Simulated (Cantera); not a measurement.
Input (Python, Cantera) and output of one run.

```python
import numpy as np
import cantera as ct

gas_names = """
    AL ALCL ALCL2 ALCL3 ALN ALO ALOCL ALO2 AL2 AL2CL6 AL2O AL2O2 CL CLO CL2 N NO NO2 NO3 N2 N2O O O2 O3
""".split()
cond_names = """
    AL(cr) AL(L) ALCL3(s) ALCL3(L) ALN(s) AL2O3(a) AL2O3(L)
""".split()


# ... load() reads the species with a 1 bar reference pressure and builds the phases ...
atoms = {
    'AlN': {'AL': 1, 'N': 1},
    'O2': {'O': 2},
    'Cl2': {'CL': 2},
}
top_T = {'ALN(s)': 2750}  # K; cautious upper limits of use, not melting points


# ... equilibrate(T, P, feed) seeds the gas with the atoms and calls Mixture.equilibrate('TP', solver="vcs", rtol=1e-11, max_steps=5000) ...
results = []
T = 1248.15  # K
P = 3.2  # Pa
for m in [0.62, 0.87, 1.2, 1.7, 2.4, 3.4, 4.9, 6.8, 9.7, 14, 19]:
    feed = {'AlN': 1, 'O2': m, 'Cl2': 11}  # mol
    mix = equilibrate(T, P, feed)
    results.append((T, P, feed, dict(zip(mix.species_names, mix.species_moles))))
    x = sorted(zip(gas.X, gas.species_names), reverse=True)
    print(f"T = {T:g} K  P = {P:g} Pa  n(O2) = {m:g} mol  gas = {mix.phase_moles(0):.4g} mol")
    print("   x: " + "  ".join(f"{s} {v:.3e}" for v, s in x if v > 0.0001))
    print("   condensed (mol): " + ("  ".join(f"{mix.phase(i).name} {mix.phase_moles(i):.4g}"
          for i in range(1, mix.n_phases) if mix.phase_moles(i) > 1e-12) or "none"))
```

Result:

```
T = 1248.15 K  P = 3.2 Pa  n(O2) = 0.62 mol  gas = 17.52 mol
   x: CL 6.968e-01  CL2 2.644e-01  N2 2.854e-02  ALCL3 1.011e-02  O2 1.574e-04
   condensed (mol): AL2O3(a) 0.4115
T = 1248.15 K  P = 3.2 Pa  n(O2) = 0.87 mol  gas = 17.86 mol
   x: CL 6.985e-01  CL2 2.657e-01  N2 2.799e-02  O2 7.144e-03  ALCL3 5.822e-04
   condensed (mol): AL2O3(a) 0.4948
T = 1248.15 K  P = 3.2 Pa  n(O2) = 1.2 mol  gas = 18.23 mol
   x: CL 6.890e-01  CL2 2.585e-01  N2 2.742e-02  O2 2.483e-02  ALCL3 2.195e-04
   condensed (mol): AL2O3(a) 0.498
T = 1248.15 K  P = 3.2 Pa  n(O2) = 1.7 mol  gas = 18.79 mol
   x: CL 6.747e-01  CL2 2.479e-01  O2 5.062e-02  N2 2.660e-02  ALCL3 1.208e-04
   condensed (mol): AL2O3(a) 0.4989
T = 1248.15 K  P = 3.2 Pa  n(O2) = 2.4 mol  gas = 19.57 mol
   x: CL 6.558e-01  CL2 2.342e-01  O2 8.435e-02  N2 2.554e-02
   condensed (mol): AL2O3(a) 0.4993
T = 1248.15 K  P = 3.2 Pa  n(O2) = 3.4 mol  gas = 20.67 mol
   x: CL 6.308e-01  CL2 2.167e-01  O2 1.282e-01  N2 2.417e-02
   condensed (mol): AL2O3(a) 0.4995
T = 1248.15 K  P = 3.2 Pa  n(O2) = 4.9 mol  gas = 22.31 mol
   x: CL 5.973e-01  CL2 1.943e-01  O2 1.860e-01  N2 2.239e-02
   condensed (mol): AL2O3(a) 0.4996
T = 1248.15 K  P = 3.2 Pa  n(O2) = 6.8 mol  gas = 24.38 mol
   x: CL 5.603e-01  O2 2.481e-01  CL2 1.710e-01  N2 2.048e-02
   condensed (mol): AL2O3(a) 0.4997
T = 1248.15 K  P = 3.2 Pa  n(O2) = 9.7 mol  gas = 27.51 mol
   x: CL 5.130e-01  O2 3.253e-01  CL2 1.433e-01  N2 1.815e-02
   condensed (mol): AL2O3(a) 0.4998
T = 1248.15 K  P = 3.2 Pa  n(O2) = 14 mol  gas = 32.09 mol
   x: CL 4.575e-01  O2 4.128e-01  CL2 1.140e-01  N2 1.555e-02
   condensed (mol): AL2O3(a) 0.4999
T = 1248.15 K  P = 3.2 Pa  n(O2) = 19 mol  gas = 37.37 mol
   x: O2 4.883e-01  CL 4.077e-01  CL2 9.051e-02  N2 1.335e-02
   condensed (mol): AL2O3(a) 0.4999
```

Method: chemical equilibrium by Gibbs-energy minimisation in Cantera with the NASA 1993 tables (ideal gas, pure condensed phases).
